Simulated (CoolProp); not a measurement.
Chloromethane (R40) at several states: density (kg/m³) from the reference equation and from simpler models built on Tc = 418.6 K, pc = 6.929 MPa, ω = 0.150; each cubic takes its own stable root.

Values from CoolProp's reference Helmholtz-energy equation of state, Thol 2014.

| T (K) | p (MPa) | phase | reference | van der Waals | Redlich-Kwong | Soave-Redlich-Kwong |
|---|---|---|---|---|---|---|
| 487.4 | 0.157 | gas | 1.966 | 1.965 | 1.966 | 1.965 |
| 384.6 | 2.03 | gas | 38.15 | 36.37 | 37.33 | 37.48 |
| 301.9 | 7.02 | liquid | 918.6 | 582.8 | 831.8 | 847.2 |
| 331.8 | 12.4 | liquid | 872.2 | 568.1 | 787.8 | 802.1 |
